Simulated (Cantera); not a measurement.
Reactions in the system C-Cl-Fe

Cantera with NASA thermochemical tables; ideal gases at 1 bar, condensed phases pure. Values are per mole of reaction as written; species without (g) are pure solids or liquids, kept so even where they would boil at 1 bar.

4 Fe + 3 CCl4(g) ⇌ 3 C + 4 FeCl3(g)

```json
[
 {"T (K)": "2273", "ΔH° (kJ)": "-938.1", "ΔS° (J/K)": "187.1", "ΔG° (kJ)": "-1363.3", "log10 K": "31.33"},
 {"T (K)": "2348", "ΔH° (kJ)": "-945.4", "ΔS° (J/K)": "183.9", "ΔG° (kJ)": "-1377.2", "log10 K": "30.64"},
 {"T (K)": "2423", "ΔH° (kJ)": "-952.7", "ΔS° (J/K)": "180.9", "ΔG° (kJ)": "-1390.9", "log10 K": "29.98"},
 {"T (K)": "2498", "ΔH° (kJ)": "-959.9", "ΔS° (J/K)": "177.9", "ΔG° (kJ)": "-1404.3", "log10 K": "29.36"},
 {"T (K)": "2573", "ΔH° (kJ)": "-967.2", "ΔS° (J/K)": "175.0", "ΔG° (kJ)": "-1417.5", "log10 K": "28.78"},
 {"T (K)": "2648", "ΔH° (kJ)": "-974.4", "ΔS° (J/K)": "172.3", "ΔG° (kJ)": "-1430.6", "log10 K": "28.22"}
]
```
